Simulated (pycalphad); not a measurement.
Source of the numbers: pycalphad with the COST 507 light-alloy database (1999); pressure 1 atm. These are 1990s assessments: newer ones move some temperatures and phases. Kinetics are ignored, which matters at the lower temperatures.

Molar enthalpy of Si-0.32Ti (at.%) in equilibrium (SER reference):

```tsv
T (K)	H (kJ/mol)	phases
2600	110.57	LIQUID
2500	107.85	LIQUID
2400	105.12	LIQUID
2300	102.40	LIQUID
2200	99.67	LIQUID
2100	96.95	LIQUID
2000	94.22	LIQUID
1900	91.49	LIQUID
1800	88.77	LIQUID
1750	87.41	LIQUID
1700	86.04	LIQUID
1600	32.98	DIAMOND_A4 + SI2TI
1550	31.54	DIAMOND_A4 + SI2TI
1500	30.11	DIAMOND_A4 + SI2TI
1400	27.28	DIAMOND_A4 + SI2TI
1300	24.50	DIAMOND_A4 + SI2TI
1200	21.75	DIAMOND_A4 + SI2TI
1100	19.05	DIAMOND_A4 + SI2TI
1000	16.39	DIAMOND_A4 + SI2TI
900	13.78	DIAMOND_A4 + SI2TI
800	11.22	DIAMOND_A4 + SI2TI
700	8.71	DIAMOND_A4 + SI2TI
600	6.26	DIAMOND_A4 + SI2TI
500	3.88	DIAMOND_A4 + SI2TI
```

Cooling from 1700 K to 1600 K, across the freezing range, releases 53.1 kJ/mol, or 1890 J/g. The slope is 27 J/(mol K) in the liquid and 29 J/(mol K) just below the solidus, where it includes any heat of precipitation. Liquidus 1686 K, solidus 1604 K. Changes were sought between steps of 50 K, so a narrower field can be missed.

Database names, with the compositions (at.%) that they take in these runs: SI2TI: Si 67 Ti 33. DIAMOND_A4 is diamond (Si).
